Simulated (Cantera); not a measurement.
A closed system holds: 1 mol Si2H6, 0.28 mol CO2, 2.3 mol N2, at 1925 K and 72.8 Torr.

Equilibrium computed with Cantera from the NASA thermochemical tables; the gas is ideal and each condensed phase is pure. Candidate condensed phases: C, C6H6, C7H8, C8H18, H2O, Si, SiC, SiO2, Si2N2O, Si3N4; 151 gas species. The feed counts by its element totals alone. Mutual solubility and eutectic melting of coexisting phases are not modelled. The tables' values for SiN are old estimates; treat these amounts as uncertain. Gases not in the tables: Si2H6 and higher silanes. Equilibrium is a limit: real reactors are often held back by kinetics, nucleation or transport.

Base state: H2 0.578, N2 0.378, SiO 0.0343, CO 0.00745, H 0.00233, HCN 0.000208, Si 0.000179, SiH2 3.94e-5 (mole fractions); condensed: Si(l) + SiC(s) + Si2N2O(s).

What changes in the equilibrium state with this change: temperature from 1925 K to 1423.15 K?


```csv
species,before,after
H2,0.578,0.722
N2,0.378,0.278
HCN,0.000208,0.000267
SiO,0.0343,8.81e-8
Si,0.000179,<1e-9
SiH,3.46e-5,<1e-9
SiH2,3.94e-5,1.92e-9
Si2N,1.52e-5,<1e-9
"Si(l), mol",0.893,0
"SiC(s), mol",0.240,0
"Si2N2O(s), mol",0.344,0.560
"C(graphite), mol",0,0.278
"Si3N4(s), mol",0,0.294
```
N2 is the only nitrogen source here; it is nearly inert below about 1500 K, so the nitride shown seldom forms there in practice.
